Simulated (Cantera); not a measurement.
An adiabatic, constant-pressure homogeneous reactor starts with CH₄ : H₂ : O₂ : N₂ = 1 : 0.46 : 1.31 : 12.2 (molar parts), equivalence ratio 1.7, at 1100 K and 100000 Pa.

Model: GRI-Mech 3.0 (53 species, 325 reactions), integrated in Cantera.

Predict: time of steepest temperature rise; temperature at 1.00 s; equilibrium temperature; x(H₂) at 1.00 s; x(O₂) at 1.00 s; x(NO) at 1.00 s; x(H₂O) at 1.00 s.


- time of steepest temperature rise = 26.1 ms
- temperature at 1.00 s = 1868 K
- equilibrium temperature = 1868 K
- x(H₂) at 1.00 s = 0.0688 (gas-phase equilibrium 0.0688)
- x(O₂) at 1.00 s = 1.64e-8 (gas-phase equilibrium 1.65e-8)
- x(NO) at 1.00 s = 1.22e-5 (gas-phase equilibrium 1.45e-6)
- x(H₂O) at 1.00 s = 0.0882 (gas-phase equilibrium 0.0882)
